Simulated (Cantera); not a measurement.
Input: 1 mol toluene, 1.1 mol H2, held at 2923 K and 1.33 mbar.

Equilibrium computed with Cantera from the NASA thermochemical tables; the gas is ideal and each condensed phase is pure. Candidate condensed phases: C, C6H6, C7H8, C8H18; 76 gas species. The numbers say what is thermodynamically allowed, not how fast it happens.

Base state: H 0.804, C3 0.101, H2 0.0562, C 0.0179, C2 0.0101, C2H 0.00610, C2H2 (acetylene) 0.00278, C5 0.00145 (mole fractions); condensed: C(graphite).

### Question
What changes in the equilibrium state with this change: temperature from 2923 K to 1073 K?

### Answer
| species | before | after |
|---|---|---|
| H2 | 0.0562 | 1.000 |
| CH4 | <1e-9 | 6.13e-5 |
| H | 0.804 | 3.84e-7 |
| C3 | 0.101 | <1e-9 |
| C | 0.0179 | <1e-9 |
| C2 | 0.0101 | <1e-9 |
| C2H | 0.00610 | <1e-9 |
| C5 | 0.00145 | <1e-9 |
| C2H2 (acetylene) | 0.00278 | 7.18e-9 |
| C(graphite), mol | 2.97 | 7.00 |

### Question
What changes in the equilibrium state with this change: H2 from 1.1 to 40 mol?

### Answer
```
species             before    after
----------------  --------  -------
H                    0.804    0.894
H2                  0.0562   0.0694
C3                   0.101   0.0193
C2                  0.0101  0.00335
C                   0.0179   0.0103
C5                 0.00145  9.27e-5
C4                0.000272  3.01e-5
C(graphite), mol      2.97        0
```
